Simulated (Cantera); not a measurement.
Thermodynamics of silicon nitride deposition, feed trisilylamine + N2

Charge: 1 mol trisilylamine, 0.58 mol N2, equilibrated at 0.133 bar.

Cantera equilibrium calculation (NASA polynomials, part measured and part estimated; ideal gas, pure solids and liquids). Candidate condensed phases: Si, Si3N4; 18 gas species. The feed counts by its element totals alone. Mutual solubility and eutectic melting of coexisting phases are not modelled. Gases not in the tables: Si2H6 and higher silanes. Kinetics and transport are ignored.

```tsv
T (°C)	x H2	x N2	x H	x Si	x SiH2	x SiH	n Si(s)	n Si3N4(s)	n Si(l)
552	1.00	<1e-12	2.17e-11	<1e-12	<1e-12	<1e-12	1.38	0.540	0
702	1.00	3.88e-11	3.13e-9	<1e-12	4.45e-11	<1e-12	1.38	0.540	0
852	1.00	1.78e-8	1.22e-7	<1e-12	2.37e-9	4.80e-12	1.38	0.540	0
1002	1.000	1.91e-6	2.02e-6	1.45e-10	4.94e-8	5.04e-10	1.38	0.540	0
1152	1.000	7.50e-5	1.87e-5	1.21e-8	5.42e-7	1.96e-8	1.38	0.540	0
1302	0.998	0.00145	0.000114	4.31e-7	3.75e-6	3.75e-7	1.39	0.537	0
1452	0.981	0.0184	0.000504	7.61e-6	1.69e-5	3.94e-6	0	0.498	1.51
1602	0.805	0.193	0.00161	6.79e-5	4.00e-5	2.06e-5	0	0	3.00
```
x: gas mole fraction; n: condensed amount in mol.

From 552 °C to 1302 °C the condensed part is Si(s) + Si3N4(s). At 1452 °C the condensed part is Si(l) + Si3N4(s). At 1602 °C the condensed part is Si(l). The main Si-bearing gas is SiH4 at 552 °C and Si at 1602 °C.
